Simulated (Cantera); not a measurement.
Charge: 1 mol Si2H6, 9.7 mol O2, 48 mol H2, at 1525 K and 7.10e-5 bar.

These are equilibrium values from Cantera (NASA tables, ideal gas, pure condensed phases), not measurements of a reactor. The feed counts by its element totals alone. The tables hold silica as quartz up to 1696 K and as liquid above; real silica turns to tridymite and cristobalite and melts near 1996 K. The numbers say what is thermodynamically allowed, not how fast it happens.

| species | before | after |
|---|---|---|
| H2 | 0.696 | 0.995 |
| H | 0.00234 | 0.00280 |
| SiO | 0.000113 | 0.00230 |
| H2O | 0.302 | <1e-9 |
| Si | <1e-9 | 0.000266 |
| OH | 3.15e-5 | <1e-9 |
| SiO2(β-quartz), mol | 1.99 | 0 |
| Si(s), mol | 0 | 1.87 |
Gas species are given as mole fractions.

What was changed between the two runs?
(A) O2 from 9.7 to 0.059 mol
(B) temperature from 1525 K to 1598.15 K
(C) temperature from 1525 K to 898 K
(D) H2 from 48 to 0.2 mol

A, O2 from 9.7 to 0.059 mol
